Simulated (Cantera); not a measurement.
A closed system holds: 1 mol Al, 2.7 mol Cl2, 0.81 mol N2, held at 973 K and 12.0 Pa.

Equilibrium computed with Cantera from the NASA thermochemical tables; the gas is ideal and each condensed phase is pure. Candidate condensed phases: Al, AlCl3, AlN; 11 gas species. Rates play no part.

Base state: Cl2 0.388, AlCl3 0.330, N2 0.267, Cl 0.0146 (mole fractions); condensed: gas only.

Question: What changes in the equilibrium state with this change: pressure from 12.0 Pa to 1.33 mbar?

Answer: 
| species | before | after |
|---|---|---|
| Cl2 | 0.388 | 0.396 |
| AlCl3 | 0.330 | 0.331 |
| N2 | 0.267 | 0.269 |
| Cl | 0.0146 | 0.00442 |
| Al2Cl6 | 1.91e-6 | 2.14e-5 |
